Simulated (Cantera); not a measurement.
Charge: 1 mol FeS, 410 mol H2, 40 mol N2, at 675 °C and 140 Pa.

These are equilibrium values from Cantera (NASA tables, ideal gas, pure condensed phases), not measurements of a reactor. Candidate condensed phases: Fe, FeS, FeS2, S; 16 gas species. FeS: taken at fixed stoichiometry. Rates play no part.

Base state: H2 0.910, N2 0.0889, H2S 0.000651 (mole fractions); condensed: Fe(α) + FeS(s).

### Question
What changes in the equilibrium state with this change: temperature from 675 °C to 1302 °C?

### Answer
| species | before | after |
|---|---|---|
| H2 | 0.910 | 0.908 |
| N2 | 0.0889 | 0.0888 |
| H2S | 0.000651 | 0.00137 |
| H | 1.34e-8 | 0.00106 |
| Fe | <1e-9 | 0.000488 |
| S2 | 6.08e-9 | 0.000246 |
| S | <1e-9 | 3.91e-5 |
| SH | 3.73e-8 | 0.000321 |
| Fe(α), mol | 0.293 | 0 |
| FeS(s), mol | 0.707 | 0 |
| Fe(γ), mol | 0 | 0.780 |
